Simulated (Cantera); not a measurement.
# Gas activation for diamond growth

A perfectly stirred reactor is fed with CH₄ : H₂ : O₂ : H₂O = 0.002 : 1 : 0.014 : 0.053 (molar parts), at 0.237 atm; it is held at 2898 K, and followed from long to short residence time.

Cantera simulation using GRI-Mech 3.0 (53 species, 325 reactions); the numbers are that mechanism's predictions, not measurements.

```tsv
τ (s)	x CH₄	x H₂	x O₂	x CO₂	x H₂O₂	x HO₂	x C₂H₄
0.36	2.87e-9	0.731	2.86e-5	1.94e-5	2.36e-9	2.41e-8	<1e-12
0.12	8.81e-9	0.733	2.82e-5	1.94e-5	2.35e-9	2.39e-8	<1e-12
0.040	2.83e-8	0.736	2.71e-5	1.94e-5	2.31e-9	2.33e-8	<1e-12
0.014	9.72e-8	0.746	2.45e-5	1.95e-5	2.22e-9	2.19e-8	<1e-12
0.0046	5.11e-7	0.772	1.92e-5	1.97e-5	1.99e-9	1.84e-8	4.43e-12
0.0015	5.54e-6	0.819	1.90e-5	1.99e-5	1.83e-9	1.60e-8	3.22e-10
0.00051	6.75e-5	0.860	5.93e-5	1.82e-5	4.82e-9	4.15e-8	2.13e-8
0.00017	0.000330	0.878	0.000240	1.17e-5	2.28e-8	1.81e-7	2.65e-7
```
x: mole fraction; the columns are a selection and need not sum to one.
